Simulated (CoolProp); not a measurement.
Vapour-liquid equilibrium of R22 (1) + R11 (2) at -0.55 °C; x and y are mole fractions of (1).

Computed with CoolProp (multi-fluid Helmholtz-energy mixture model, Kamei 1995 and Jacobsen 1992; pair parameters Bell 2016).

Q: Give the bubble pressure and the first vapour's composition at x = 0.05, 0.25, 0.75. Is there an azeotrope?

A: x = 0.05: 0.7570 bar, y = 0.499; x = 0.25: 1.906 bar, y = 0.829; x = 0.75: 3.860 bar, y = 0.959. No azeotrope shows between x = 0.05 and 0.95.

The pair parameters rest on a limited set of measurements; away from them the model extrapolates.
